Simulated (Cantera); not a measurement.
Cantera run, input and output.

```python
import numpy as np
import cantera as ct

gas = ct.Solution("gri30.yaml")
gas.TPX = 800, 1500000, {'CH4': 1, 'O2': 3.45, 'N2': 41.4}
inlet = ct.Reservoir(gas, clone=True)
gas.equilibrate("HP")  # start burning
reactor = ct.IdealGasConstPressureReactor(gas, energy="on", clone=False)
exhaust = ct.Reservoir(gas, clone=True)
tau = [0.25, 0.081, 0.026, 0.0086, 0.0028, 0.00091, 0.0003, 9.6e-05, 3.1e-05][0]
for a, b in ((inlet, reactor), (reactor, exhaust)):
    ct.MassFlowController(a, b, mdot=lambda t: reactor.mass / tau)
net = ct.ReactorNet([reactor])
show = ['CH4', 'O2', 'HCN', 'C2H6', 'C2H2']

rows = []
print(f"{'tau/s':>10s}{'T/K':>9s}" + "".join(f"{s:>11s}" for s in show))
for tau in [0.25, 0.081, 0.026, 0.0086, 0.0028, 0.00091, 0.0003, 9.6e-05, 3.1e-05]:
    net.initial_time = 0.0
    net.advance(30 * tau)
    before = gas.X
    net.advance(40 * tau)
    drift = np.max(np.abs(gas.X - before) / (gas.X + 1e-9))
    rows.append([gas.T, *gas[show].X, drift])
    print(f"{tau:10.3e}{gas.T:9.1f}" + "".join(f"{x:11.3e}" for x in gas[show].X))
```

It prints:

```
     tau/s      T/K        CH4         O2        HCN       C2H6       C2H2
 2.500e-01   1306.5  1.044e-04  3.220e-02  3.553e-10  7.333e-07  2.592e-07
 8.100e-02   1294.0  2.607e-04  3.305e-02  3.458e-10  2.203e-06  3.926e-07
 2.600e-02   1253.9  8.818e-04  3.587e-02  9.303e-11  8.683e-06  8.171e-07
 8.600e-03    800.0  2.181e-02  7.525e-02 -3.127e-25  3.789e-13 -1.187e-20
 2.800e-03    800.0  2.181e-02  7.525e-02 -1.627e-31  1.166e-14 -3.844e-27
 9.100e-04    800.0  2.181e-02  7.525e-02  9.401e-36  3.854e-16  1.037e-29
 3.000e-04    800.0  2.181e-02  7.525e-02  1.090e-36  1.349e-17  3.044e-32
 9.600e-05    800.0  2.181e-02  7.525e-02  1.625e-37  4.435e-19  1.290e-34
 3.100e-05    800.0  2.181e-02  7.525e-02  2.783e-38  1.474e-20  3.751e-37
```

Cantera simulation using GRI-Mech 3.0 (53 species, 325 reactions); the numbers are that mechanism's predictions, not measurements. The pressure lies above the range GRI-Mech 3.0 was tuned for (to about 10 atm).
